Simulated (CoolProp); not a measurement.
Vapour pressure (MPa) of C3F8 (R218): the reference equation beside estimates from Tc = 345.0 K, pc = 2.640 MPa, ω = 0.317. Clausius-Clapeyron is anchored at 295.8 K with a constant enthalpy of vaporisation of 14.57 kJ/mol.

The numbers come from the reference Helmholtz-energy equation of state, Lemmon 2006 in CoolProp. It is a short technical equation, of lower accuracy than the large ones.

| T (K) | reference | Clausius-Clapeyron | Redlich-Kwong | Peng-Robinson |
|---|---|---|---|---|
| 267.3 | 0.3412 | 0.4327 | 0.5145 | 0.3398 |
| 276.8 | … | … | 0.6625 | … |
| 286.3 | 0.6218 | … | 0.8375 | 0.6217 |
| 295.8 | 0.8138 | 0.8138 | 1.042 | 0.8158 |
| 305.3 | … | 0.9786 | 1.277 | 1.052 |
| 314.9 | … | 1.166 | 1.548 | 1.341 |
| 324.4 | 1.665 | 1.372 | 1.852 | … |
| 333.9 | 2.065 | 1.600 | 2.193 | 2.082 |

Q: Some entries are withheld; supply them.

A: 
- 276.8, reference: 0.4658
- 276.8, Clausius-Clapeyron: 0.5419
- 276.8, Peng-Robinson: 0.4647
- 286.3, Clausius-Clapeyron: 0.6686
- 305.3, reference: 1.047
- 314.9, reference: 1.330
- 324.4, Peng-Robinson: 1.681

Absolute difference from the reference over all 8 rows, mean and median: Clausius-Clapeyron 13.7 and 14.3 %, Redlich-Kwong 26.4 and 25.0 %, Peng-Robinson 0.5 and 0.4 %.
